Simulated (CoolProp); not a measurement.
Computed with CoolProp (reference Helmholtz-energy equation of state, Thol 2018).

### Question
For hydrogen chloride, give the phase and the Z, cv (kJ/(kg K)), Joule-Thomson coefficient (K/MPa), fugacity coefficient at 294.9 K and 67.5 bar; 386.6 K and 67.5 bar.

### Answer
- 294.9 K and 67.5 bar: liquid; Z 0.118, cv 0.898, Joule-Thomson coefficient 0.451, fugacity coefficient 0.501
- 386.6 K and 67.5 bar: gas; Z 0.817, cv 0.664, Joule-Thomson coefficient 7.66, fugacity coefficient 0.835
